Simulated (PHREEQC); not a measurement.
Make-up at 66 °C: 0.0013 mol Zn(NO3)2 and 0.00023 mol K2SO4 per kg of water. Closed to the air; pH follows from the charge balance.

Computed with PHREEQC (ion-association model, phreeqc.dat).

| Property | Result |
|---|---|
| pH | 5.41 |
| ionic strength | 0.00442 mol/kgw |
| specific conductance | 746 µS/cm |

```
species  molality  activity   log γ
-------  --------  --------  ------
NO3-      0.00260   0.00240  -0.034
Zn+2      0.00126  0.000926  -0.132
K+       0.000459  0.000425  -0.034
SO4-2    0.000189  0.000139  -0.133
ZnSO4     3.99e-5   3.99e-5   0.000
ZnOH+     4.32e-6   3.99e-6  -0.034
H+        4.20e-6   3.91e-6  -0.031
KSO4-     8.41e-7   7.79e-7  -0.033
```

No solid was allowed to form. At this temperature some constants are extrapolated from 25 °C, and those without enthalpy data are left unchanged.
